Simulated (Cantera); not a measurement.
Charge: 1 mol SiH2Cl2, 19 mol NH3, 7.2 mol H2, held at 1700 °C and 0.000640 bar.

Method: chemical equilibrium by Gibbs-energy minimisation in Cantera with the NASA 1993 tables (ideal gas, pure condensed phases). The tables' values for SiCl, SiN are old estimates; treat these amounts as uncertain. Gases not in the tables: Si2H6 and higher silanes. Rates play no part.

```json
[
 {"species": "H2", "before": "0.705", "after": "0.716"},
 {"species": "N2", "before": "0.193", "after": "0.0976"},
 {"species": "HCl", "before": "0.0352", "after": "0.0787"},
 {"species": "Si", "before": "0.0176", "after": "0.0381"},
 {"species": "SiCl2", "before": "0.00155", "after": "0.0165"},
 {"species": "H", "before": "0.0448", "after": "0.0451"},
 {"species": "Si3", "before": "4.72e-6", "after": "4.78e-5"},
 {"species": "SiCl", "before": "0.000633", "after": "0.00303"},
 {"species": "Si2", "before": "6.09e-5", "after": "0.000285"},
 {"species": "Si2N", "before": "2.61e-5", "after": "8.69e-5"},
 {"species": "Cl", "before": "0.00167", "after": "0.00370"},
 {"species": "SiH2", "before": "2.29e-5", "after": "5.02e-5"}
]
```
Gas species are given as mole fractions.

What was changed between the two runs?
A) NH3 from 19 to 32 mol
B) NH3 from 19 to 3.3 mol
C) NH3 from 19 to 0.73 mol
D) pressure from 0.000640 bar to 0.0100 bar

B, NH3 from 19 to 3.3 mol
